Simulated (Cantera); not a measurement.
A counterflow diffusion flame at 0.770 atm, nozzles 20 mm apart: fuel side CO : H2 : CH4 : N2 = 1 : 0.17 : 0.059 : 0.37 (molar parts) at 525 K, oxidiser side O2 : N2 = 0.23 : 0.77 (molar parts) at 423 K, fuel mass flux 0.75 times the oxidiser's; mixture-averaged transport, no radiation.

Detailed kinetics in Cantera: GRI-Mech 3.0 (53 species, 325 reactions). GRI-Mech 3.0 has no aromatics or soot, which form on the fuel side of real flames. The maximum strain rate includes the flame's own expansion and is several times the mean.

x: mole fraction; the columns are a selection and need not sum to one.

```csv
oxidiser flux (kg/m²/s),max strain (1/s),mean strain (1/s),T max (K),peak x OH,peak x H,peak x NO,peak x CO,peak x C2H2
0.47,275,76.4,2002,0.00756,0.00795,9.77e-5,0.629,0.00158
0.66,?,107,1962,0.00747,?,?,0.629,0.00154
0.93,516,151,1923,0.00730,0.00953,6.98e-5,0.629,0.00147
1.3,707,211,1884,0.00708,0.0103,5.84e-5,0.629,0.00136
1.8,?,293,1846,0.00680,0.0110,?,0.629,?
2.6,1360,423,1802,0.00640,0.0117,3.70e-5,0.629,0.00100
3.6,1860,585,1760,0.00598,0.0122,2.78e-5,0.629,0.000771
```

Some entries are withheld; supply them.


- 0.66, max strain (1/s): 375
- 0.66, peak x H: 0.00874
- 0.66, peak x NO: 8.26e-5
- 1.8, max strain (1/s): 962
- 1.8, peak x NO: 4.80e-5
- 1.8, peak x C2H2: 0.00122
